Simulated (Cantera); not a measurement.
What does this Cantera script print?

```python
import numpy as np
import cantera as ct

gas = ct.Solution("gri30.yaml")
gas.TPX = 373, 320000, {'CH4': 1, 'O2': 2.17, 'N2': 8.17}
flame = ct.FreeFlame(gas, width=0.018)
flame.set_refine_criteria(ratio=3, slope=0.08, curve=0.16)
flame.transport_model = "mixture-averaged"
flame.solve(loglevel=0, auto=True)
z, T = flame.grid, flame.T
thick = (T[-1] - T[0]) / np.gradient(T, z).max()
show = ['CH4', 'O2', 'NO', 'OH', 'C2H', 'H']
print(f"laminar burning velocity  {flame.velocity[0] * 100:.3f} cm/s")
print(f"burnt temperature         {T[-1]:.1f} K")
print(f"thermal thickness         {thick * 1e3:.4f} mm")
print(f"grid points               {len(z)}")
z0 = z[flame.heat_release_rate.argmax()]
print(f"{'z/mm':>9s}{'T/K':>9s}{'u/(m/s)':>9s}" + "".join(f"{s:>11s}" for s in show))
rows = []
for k in (-3, -2, -1.5, -1, -0.5, -0.25, 0, 0.25, 0.5, 1, 2, 4, 8):
    zz = z0 + k * thick
    rows.append([k * thick, np.interp(zz, z, T), np.interp(zz, z, flame.velocity),
                 *(np.interp(zz, z, flame.X[gas.species_index(s)]) for s in show)])
    print(f"{rows[-1][0] * 1e3:9.3f}{rows[-1][1]:9.1f}{rows[-1][2]:9.3f}" + "".join(f"{x:11.3e}" for x in rows[-1][3:]))
```

Result:

```
laminar burning velocity  31.989 cm/s
burnt temperature         2219.0 K
thermal thickness         0.1900 mm
grid points               148
     z/mm      T/K  u/(m/s)        CH4         O2         NO         OH        C2H          H
   -0.570    373.2    0.320  8.811e-02  1.912e-01  1.394e-10  7.540e-13  6.540e-30  3.099e-17
   -0.380    375.8    0.323  8.785e-02  1.909e-01  1.841e-09  1.202e-10  3.698e-26  1.641e-14
   -0.285    387.6    0.333  8.698e-02  1.900e-01  1.131e-08  2.474e-09  7.079e-24  8.089e-13
   -0.190    475.6    0.411  8.157e-02  1.835e-01  1.371e-07  8.188e-08  1.441e-19  3.520e-10
   -0.095    937.9    0.819  5.464e-02  1.444e-01  2.692e-06  8.313e-06  1.290e-12  7.725e-06
   -0.047   1366.8    1.201  2.864e-02  1.023e-01  6.950e-06  1.232e-04  1.129e-09  1.468e-04
    0.000   1768.8    1.557  5.260e-03  5.620e-02  1.285e-05  1.729e-03  9.444e-08  1.260e-03
    0.047   1930.6    1.691  1.723e-04  3.382e-02  1.951e-05  5.274e-03  2.915e-08  2.360e-03
    0.095   1996.7    1.741  3.230e-06  2.740e-02  2.377e-05  6.263e-03  5.499e-10  2.222e-03
    0.190   2073.0    1.798  1.738e-09  2.307e-02  2.917e-05  5.964e-03  1.615e-13  1.462e-03
    0.380   2141.6    1.851  4.437e-14  1.993e-02  3.644e-05  4.900e-03  2.622e-18  7.001e-04
    0.760   2189.0    1.887  5.552e-17  1.777e-02  4.602e-05  3.763e-03  1.001e-22  2.916e-04
    1.520   2212.0    1.904  3.080e-18  1.669e-02  5.890e-05  3.056e-03  1.159e-24  1.473e-04
```

Computed with Cantera and GRI-Mech 3.0 (53 species, 325 reactions). Burning velocities carry a grid error of a few per cent, more on coarse grids.
